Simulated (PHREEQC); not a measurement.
Solution (25 °C): 0.38 mol HNO3 and 0.0013 mol FeCl3 per kg of water. Closed to the air; pH follows from the charge balance.

Equilibrium calculation in PHREEQC: ion-association model, phreeqc.dat.

**Question.** The ionic strength comes out as 0.388 mol/kgw. What activity coefficients do FeOH+2, Cl-, H+, Fe+3, NO3- get?

**Answer.** FeOH+2 0.24, Cl- 0.67, H+ 0.77, Fe+3 0.099, NO3- 0.64.

No solid was allowed to form.
